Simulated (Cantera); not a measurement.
A freely propagating, adiabatic, planar premixed flame of CH₄ : CO : O₂ : N₂ = 1 : 0.15 : 1.6 : 6 (molar parts), equivalence ratio 1.3, unburnt at 700 K and 0.799 atm; mixture-averaged transport, grid criteria slope 0.08 and curve 0.16, no radiation.

Computed with Cantera and GRI-Mech 3.0 (53 species, 325 reactions). Burning velocities carry a grid error of a few per cent, more on coarse grids.

Q: How do the results move with these cheaper or finer settings: unity-Lewis-number transport; multicomponent transport; multicomponent+Soret transport; grid criteria slope 0.5, curve 1; grid criteria slope 0.25, curve 0.5; grid criteria slope 0.03, curve 0.06?

A: 
```tsv
setting	laminar burning velocity	thermal thickness	peak x(HO₂)	peak x(O)	grid points
as above	165 cm/s	0.384 mm	0.000150	0.00199	147
unity-Lewis-number transport	101 cm/s	0.496 mm	7.75e-5	0.00244	133
multicomponent transport	164 cm/s	0.390 mm	0.000148	0.00199	147
multicomponent+Soret transport	163 cm/s	0.386 mm	0.000151	0.00206	147
grid criteria slope 0.5, curve 1	181 cm/s	0.431 mm	0.000146	0.00219	43
grid criteria slope 0.25, curve 0.5	170 cm/s	0.399 mm	0.000148	0.00205	64
grid criteria slope 0.03, curve 0.06	161 cm/s	0.381 mm	0.000149	0.00194	366
```
The base run took very roughly 15 core-seconds.
Unity Lewis numbers drop preferential diffusion, which matters most where H2 and H carry the flame; Soret adds thermal diffusion.
